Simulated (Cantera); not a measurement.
Equilibrium for fluorocarbon and chlorocarbon gases: CH₃F + H₂

Input: 1 mol CH₃F, 0.045 mol H₂, equilibrated at 1.33 mbar.

Method: chemical equilibrium by Gibbs-energy minimisation in Cantera with the NASA 1993 tables (ideal gas, pure condensed phases). Candidate condensed phases: C, C₆H₆, C₇H₈, C₈H₁₈; 95 gas species. Kinetics and transport are ignored.

```csv
T (K),log p H,log p H₂,log p HF,log p C₃,log p F,log p C,n C(graphite)
798,-13.16,-3.17,-3.19,<-14,<-14,<-14,0.999
998,-10.25,-3.17,-3.19,<-14,<-14,<-14,1.000
1198,-8.30,-3.17,-3.19,<-14,-14.07,<-14,1.000
1398,-6.91,-3.17,-3.19,<-14,-11.83,<-14,1.000
1598,-5.86,-3.17,-3.19,<-14,-10.15,<-14,1.000
1798,-5.04,-3.17,-3.19,-12.97,-8.84,-12.62,1.000
1998,-4.39,-3.19,-3.19,-10.58,-7.78,-10.54,0.998
2198,-3.87,-3.24,-3.21,-8.63,-6.91,-8.83,0.995
2398,-3.49,-3.37,-3.24,-7.02,-6.16,-7.41,0.988
2598,-3.23,-3.63,-3.30,-5.67,-5.48,-6.22,0.966
2798,-3.12,-4.06,-3.37,-4.51,-4.81,-5.19,0.728
```
log p: log10 of the partial pressure in bar; n: condensed amount in mol.

From 798 K to 2798 K the condensed part is C(graphite). The main C-bearing gas is CH₄ at 798 K and C₃ at 2798 K.
